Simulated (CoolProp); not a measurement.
A single-stage vapour-compression cycle with R22: evaporating at 252.15 K (dew point), condensing at 306.15 K (bubble point), superheat 8 K, subcooling 2 K, compressor efficiency 0.7, no pressure losses. Each further row changes one setting.

The numbers come from the reference Helmholtz-energy equation of state, Kamei 1995 in CoolProp.

| case | cooling COP | pressure ratio | discharge temperature (K) | refrigerating effect (kJ/kg) | volumetric capacity (kJ/m³) |
|---|---|---|---|---|---|
| as stated | 2.57 | 5.46 | 366.3 | 164 | 1640 |
| evaporating temperature 257.15 K | … | 4.51 | 359.9 | 166 | 1990 |
| condensing temperature 301.15 K | … | 4.79 | … | 170 | 1700 |
| subcooling 7 K | 2.67 | 5.46 | 366.3 | 170 | 1700 |
| superheat 18 K | … | 5.46 | … | 171 | … |
| compressor efficiency 0.6 | … | 5.46 | 379.3 | 164 | 1640 |

Task: Complete the blanks.

Result: 
- evaporating temperature 257.15 K, cooling COP: 2.95
- condensing temperature 301.15 K, cooling COP: 2.91
- condensing temperature 301.15 K, discharge temperature (K): 357.6
- superheat 18 K, cooling COP: 2.56
- superheat 18 K, discharge temperature (K): 378.0
- superheat 18 K, volumetric capacity (kJ/m³): 1630
- compressor efficiency 0.6, cooling COP: 2.21
